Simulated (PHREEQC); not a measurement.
Acid mine or pickling water

Model water analysis in mmol/kgw, 20 °C, pH 3.05, pe 10.2: Na 115; K 7.03; Ca 9.13; Mg 0.513; Cl 18.2; S(6) 66.6; Fe(3) 4.21; Cu(2) 0.038.

Valence states are taken as typed.

Computed with PHREEQC (ion-association model, wateq4f.dat).

Each row changes one thing in this solution. No solid was allowed to form.

```
case                                               ionic strength (mol/kgw)  SO4-2 (mol/kgw)  NaSO4- (mol/kgw)  Ca+2 (mol/kgw)  CaSO4 (mol/kgw)  FeSO4+ (mol/kgw)  SI of Gypsum (CaSO4:2H2O)  SI of Fe(OH)3(a) (Fe(OH)3)
-------------------------------------------------  ------------------------  ---------------  ----------------  --------------  ---------------  ----------------  -------------------------  --------------------------
as made                                                               0.180           0.0477           0.00758         0.00482          0.00428           0.00285                      -0.05                       -0.57
temperature from 20 to 25 °C at the same typed pH                     0.179           0.0474           0.00771         0.00476          0.00434           0.00280                      -0.07                       -0.62
Fe(3) from 4.21 to 12.6 mmol/kgw                                      0.176           0.0410           0.00664         0.00512          0.00399           0.00829                      -0.08                       -0.05
```

Complexes and solids missing from the database can't appear. Some of these states are supersaturated (in Jarosite-K, Jarosite-Na, for instance).
